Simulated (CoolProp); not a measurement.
Vapour pressure (MPa) of n-perfluorohexane: the reference equation beside estimates from Tc = 174.9 °C, pc = 1.742 MPa, ω = 0.497.

Values from CoolProp's reference Helmholtz-energy equation of state, Gao 2022.

```json
[
 {"T (°C)": "-28.95", "reference": "0.001389", "van der Waals": "0.08494", "Redlich-Kwong": "0.01206", "Peng-Robinson": "0.001547"},
 {"T (°C)": "-21.15", "reference": "0.002397", "van der Waals": "0.1032", "Redlich-Kwong": "0.01751", "Peng-Robinson": "0.002613"},
 {"T (°C)": "-13.45", "reference": "0.003944", "van der Waals": "0.1237", "Redlich-Kwong": "0.02461", "Peng-Robinson": "0.004224"},
 {"T (°C)": "-5.65", "reference": "0.006295", "van der Waals": "0.1471", "Redlich-Kwong": "0.03389", "Peng-Robinson": "0.006643"},
 {"T (°C)": "2.15", "reference": "(withheld)", "van der Waals": "0.1734", "Redlich-Kwong": "0.04563", "Peng-Robinson": "0.01013"},
 {"T (°C)": "9.95", "reference": "0.01455", "van der Waals": "0.2028", "Redlich-Kwong": "0.06023", "Peng-Robinson": "0.01501"},
 {"T (°C)": "17.75", "reference": "0.02120", "van der Waals": "0.2353", "Redlich-Kwong": "0.07808", "Peng-Robinson": "0.02169"},
 {"T (°C)": "25.55", "reference": "(withheld)", "van der Waals": "0.2711", "Redlich-Kwong": "(withheld)", "Peng-Robinson": "0.03063"},
 {"T (°C)": "33.25", "reference": "0.04169", "van der Waals": "(withheld)", "Redlich-Kwong": "0.1248", "Peng-Robinson": "0.04218"}
]
```

Task: Complete the blanks.

Result: 
- 2.15, reference: 0.009716
- 25.55, reference: 0.03013
- 25.55, Redlich-Kwong: 0.09958
- 33.25, van der Waals: 0.3098

Absolute difference from the reference over all 9 rows, mean and median: van der Waals 2325.0 and 1684.7 %, Redlich-Kwong 415.9 and 369.6 %, Peng-Robinson 5.1 and 4.3 %.
